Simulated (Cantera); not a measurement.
A Cantera script and its output.

```python
import numpy as np
import cantera as ct

gas = ct.Solution("gri30.yaml")
gas.TPX = 1600, 13332, {'C2H4': 1, 'H2': 19}
inlet = ct.Reservoir(gas, clone=True)

reactor = ct.IdealGasConstPressureReactor(gas, energy="off", clone=False)
exhaust = ct.Reservoir(gas, clone=True)
tau = [8.6, 2.3, 0.6, 0.16, 0.042, 0.011, 0.0029, 0.00076][0]
for a, b in ((inlet, reactor), (reactor, exhaust)):
    ct.MassFlowController(a, b, mdot=lambda t: reactor.mass / tau)
net = ct.ReactorNet([reactor])
show = ['C2H4', 'H2', 'H', 'C2H2', 'C2H6', 'CH2', 'CH3']

rows = []
print(f"{'tau/s':>10s}{'T/K':>9s}" + "".join(f"{s:>11s}" for s in show))
for tau in [8.6, 2.3, 0.6, 0.16, 0.042, 0.011, 0.0029, 0.00076]:
    net.initial_time = 0.0
    net.advance(30 * tau)
    before = gas.X
    net.advance(40 * tau)
    drift = np.max(np.abs(gas.X - before) / (gas.X + 1e-9))
    rows.append([gas.T, *gas[show].X, drift])
    print(f"{tau:10.3e}{gas.T:9.1f}" + "".join(f"{x:11.3e}" for x in gas[show].X))
```

Output:

```
     tau/s      T/K       C2H4         H2          H       C2H2       C2H6        CH2        CH3
 8.600e+00   1600.0  6.512e-04  9.493e-01  1.470e-04  4.463e-02  2.423e-07  2.388e-09  1.638e-05
 2.300e+00   1600.0  7.484e-04  9.509e-01  1.451e-04  4.579e-02  2.098e-07  1.122e-09  7.592e-06
 6.000e-01   1600.0  1.109e-03  9.517e-01  1.289e-04  4.616e-02  2.767e-07  3.677e-10  2.441e-06
 1.600e-01   1600.0  2.889e-03  9.519e-01  9.032e-05  4.468e-02  6.073e-07  1.813e-10  8.168e-07
 4.200e-02   1600.0  1.091e-02  9.517e-01  5.567e-05  3.711e-02  1.709e-06  2.724e-10  3.368e-07
 1.100e-02   1600.0  2.859e-02  9.509e-01  3.778e-05  2.033e-02  3.289e-06  4.583e-10  1.594e-07
 2.900e-03   1600.0  4.410e-02  9.503e-01  1.847e-05  5.606e-03  2.457e-06  3.417e-10  5.339e-08
 7.600e-04   1600.0  4.894e-02  9.500e-01  3.301e-06  1.010e-03  3.573e-07  6.714e-11  6.189e-09
```

Computed with Cantera and GRI-Mech 3.0 (53 species, 325 reactions). GRI-Mech 3.0 was tuned for natural gas; its chemistry of ethylene as a main component is partial and can be far from experiment. GRI-Mech 3.0 stops at C3 and has no aromatics, soot or wall deposition, so with more carbon than oxygen in the feed, carbon stays in small species such as C2H2 where larger ones or solid carbon would form.
